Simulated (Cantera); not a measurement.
Input: 1 mol B2O3, a varied amount of BCl3, at 1348 K and 0.0100 bar.

Method: chemical equilibrium by Gibbs-energy minimisation in Cantera with the NASA 1993 tables (ideal gas, pure condensed phases). Candidate condensed phases: B, B2O3; 18 gas species. Rates play no part.

### Question
What share of the B ends up in condensed phases as a function of n(BCl3) (mol), at 0.63, 1, 1.4, 1.9, 2.3, 2.7, 3.1, 3.5, 3.9, 4.3, 4.7, 5.1, 5.5?

### Answer
```csv
n(BCl3) (mol),B condensed (%),as
0.63,64.4,B2O3(l)
1,50.5,B2O3(l)
1.4,38.9,B2O3(l)
1.9,27.7,B2O3(l)
2.3,20.6,B2O3(l)
2.7,14.7,B2O3(l)
3.1,9.7,B2O3(l)
3.5,5.5,B2O3(l)
3.9,1.8,B2O3(l)
4.3,0.0,-
4.7,0.0,-
5.1,0.0,-
5.5,0.0,-
```
